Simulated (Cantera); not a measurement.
Charge: 1 mol PbO, 54 mol H2, equilibrated at 0.0520 bar.

Equilibrium computed with Cantera from the NASA thermochemical tables; the gas is ideal and each condensed phase is pure. Candidate condensed phases: H2O, Pb, PbO, PbO2, Pb3O4; 12 gas species. Equilibrium is a limit: real reactors are often held back by kinetics, nucleation or transport. All values below are at 1375 °C.

Base state: H2 0.963, H2O 0.0182, Pb 0.0182, H 0.000383 (mole fractions); condensed: gas only.

Problem. What changes in the equilibrium state with this change: pressure from 0.0520 bar to 0.000160 bar?

Solution. 
| species | before | after |
|---|---|---|
| H2 | 0.963 | 0.957 |
| Pb | 0.0182 | 0.0181 |
| H2O | 0.0182 | 0.0181 |
| H | 0.000383 | 0.00689 |

Problem. What changes in the equilibrium state with this change: PbO replaced by TiO2?

Solution. 
| species | before | after |
|---|---|---|
| H2 | 0.963 | 0.993 |
| H2O | 0.0182 | 0.00617 |
| H | 0.000383 | 0.000389 |
| Pb | 0.0182 | 0 |
| Ti3O5(s), mol | 0 | 0.333 |
Further candidate phases: Ti, TiO, TiO2, Ti2O3, Ti3O5, Ti4O7.
